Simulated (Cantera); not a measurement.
Cantera run, input and output.

```python
import numpy as np
import cantera as ct

gas = ct.Solution("gri30.yaml")
gas.TPX = 1225, 1500, {'H2': 0.055, 'O2': 1}
reactor = ct.IdealGasConstPressureReactor(gas, energy="off", clone=False)
net = ct.ReactorNet([reactor])
net.rtol, net.atol = 1e-08, 1e-18
show = ['H2', 'O2', 'OH', 'H2O2', 'HO2', 'H', 'H2O']
times = np.geomspace(8e-06, 10, 13)

steps = ct.SolutionArray(gas, extra=["t"])
rows = []
print(f"{'t/s':>10s}{'T/K':>9s}{'P/Pa':>11s}" + "".join(f"{s:>11s}" for s in show))
for t in times:
    while net.time < t:
        t_next = net.step()
        steps.append(gas.state, t=t_next)
    rows.append([np.interp(t, steps.t, y) for y in (steps.T, steps.P, *steps(*show).X.T)])
    print(f"{t:10.3e}{rows[-1][0]:9.1f}{rows[-1][1]:11.4g}" + "".join(f"{x:11.3e}" for x in rows[-1][2:]))
rate = np.gradient(steps.T, steps.t)
print("integrator steps:", len(steps.t))
if steps.T.max() > steps.T[0] + 200:
    print(f"time of steepest temperature rise: {steps.t[rate.argmax()]:.4e} s")
gas.TPX = 1225, 1500, {'H2': 0.055, 'O2': 1}
gas.equilibrate("TP")
print(f"equilibrium (TP): T = {gas.T:.1f} K  " + "  ".join(f"{s} {gas[s].X[0]:.3e}" for s in show))
```

Output:

```
       t/s      T/K       P/Pa         H2         O2         OH       H2O2        HO2          H        H2O
 8.000e-06   1225.0       1500  5.213e-02  9.479e-01  6.677e-11  1.530e-14  6.493e-10  5.841e-10  3.419e-12
 2.577e-05   1225.0       1500  5.213e-02  9.479e-01  5.627e-10  1.586e-13  2.093e-09  1.582e-09  9.716e-11
 8.303e-05   1225.0       1500  5.213e-02  9.479e-01  3.841e-09  1.644e-12  6.748e-09  4.293e-09  2.271e-09
 2.675e-04   1225.0       1500  5.213e-02  9.479e-01  3.658e-08  1.698e-11  2.186e-08  2.710e-08  5.778e-08
 8.618e-04   1225.0       1500  5.211e-02  9.479e-01  6.661e-06  1.953e-10  1.047e-07  4.643e-06  1.444e-05
 2.776e-03   1225.0       1500  1.665e-03  9.086e-01  4.665e-03  1.394e-07  4.020e-06  9.259e-03  4.356e-02
 8.944e-03   1225.0       1500  7.802e-04  9.138e-01  3.530e-03  9.766e-08  3.607e-06  6.141e-03  4.682e-02
 2.882e-02   1225.0       1500  4.676e-04  9.277e-01  2.747e-03  9.845e-08  3.134e-06  2.708e-03  4.973e-02
 9.283e-02   1225.0       1500  1.356e-04  9.410e-01  1.486e-03  8.074e-08  1.920e-06  4.063e-04  5.228e-02
 2.991e-01   1225.0       1500  1.975e-05  9.455e-01  5.702e-04  4.126e-08  6.368e-07  2.250e-05  5.318e-02
 9.635e-01   1225.0       1500  2.523e-06  9.463e-01  2.051e-04  1.408e-08  1.351e-07  1.039e-06  5.342e-02
 3.104e+00   1225.0       1500  3.998e-07  9.464e-01  8.203e-05  4.065e-09  2.891e-08  6.630e-08  5.349e-02
 1.000e+01   1225.0       1500  8.215e-08  9.465e-01  3.731e-05  1.157e-09  1.075e-08  6.235e-09  5.351e-02
integrator steps: 1665
equilibrium (TP): T = 1225.0 K  H2 9.562e-09  O2 9.465e-01  OH 1.276e-05  H2O2 1.903e-10  HO2 1.395e-08  H 2.505e-10  H2O 5.352e-02
```

Computed with Cantera and GRI-Mech 3.0 (53 species, 325 reactions). Radical loss at walls, strong at low pressure, is not modelled. The temperature is held fixed by assumption; the heat of reaction is taken as removed at once.
